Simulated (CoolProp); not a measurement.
Vapour pressure (MPa) of R123: the reference equation beside estimates from Tc = 456.8 K, pc = 3.662 MPa, ω = 0.282.

Computed with CoolProp (reference Helmholtz-energy equation of state, Younglove 1994). It is a modified Benedict-Webb-Rubin equation, recast in Helmholtz form.

```csv
T (K),reference,van der Waals,Redlich-Kwong,Soave-Redlich-Kwong
358.3,0.5556,1.280,0.7810,…
362.3,0.6118,1.348,0.8463,0.6170
366.3,0.6721,1.419,0.9153,0.6784
370.3,0.7367,…,0.9881,0.7442
374.3,0.8059,1.566,…,…
378.3,0.8798,1.644,1.145,0.8900
382.3,0.9586,1.723,1.230,0.9704
386.2,1.040,1.803,…,1.054
390.2,1.130,1.888,1.410,1.145
394.2,1.224,1.974,…,…
398.2,1.325,2.064,1.609,1.344
402.2,1.432,2.155,1.715,1.452
```

### Question
What belongs in the gaps?

### Answer

- 358.3, Soave-Redlich-Kwong: 0.5599
- 370.3, van der Waals: 1.491
- 374.3, Redlich-Kwong: 1.065
- 374.3, Soave-Redlich-Kwong: 0.8147
- 386.2, Redlich-Kwong: 1.317
- 394.2, Redlich-Kwong: 1.507
- 394.2, Soave-Redlich-Kwong: 1.241

Absolute difference from the reference over all 12 rows, mean and median: van der Waals 86.1 and 83.3 %, Redlich-Kwong 29.6 and 29.2 %, Soave-Redlich-Kwong 1.2 and 1.2 %.
